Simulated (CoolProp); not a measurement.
Vapour-liquid equilibrium of dimethyl ether (1) + ethanol (2) at 16.95 °C; x and y are mole fractions of (1).

Model: multi-fluid Helmholtz-energy mixture model, Wu 2011 and Schroeder 2014; pair parameters Bell 2016, in CoolProp.

```csv
x,bubble pressure (MPa),y at the bubble point,dew pressure at overall composition x (MPa),liquid density (mol/L)
0.05,0.04390,0.892,0.005139,17.10
0.125,0.09769,0.954,0.005579,16.97
0.2,0.1457,0.971,0.006100,16.82
0.275,0.1882,0.978,0.006729,16.68
0.35,0.2254,0.983,0.007501,16.52
0.425,0.2580,0.986,0.008475,16.36
0.5,[?],[?],0.009737,16.18
0.575,0.3126,0.990,0.01144,16.00
0.65,0.3366,0.992,0.01387,15.80
0.725,0.3600,0.993,0.01760,[?]
0.8,0.3841,0.995,0.02408,15.36
0.875,0.4105,0.996,0.03811,15.11
0.95,[?],0.998,0.09091,14.83
```

Complete the blanks.


- 0.5, bubble pressure (MPa): 0.2868
- 0.5, y at the bubble point: 0.988
- 0.725, liquid density (mol/L): 15.59
- 0.95, bubble pressure (MPa): 0.4410

No azeotrope shows between x = 0.05 and 0.95.

Pair parameters are fitted to limited data, so mixtures are less certain than the pure fluids. With so large a gap from Raoult's law the liquid may split in two, which this calculation doesn't test in full.
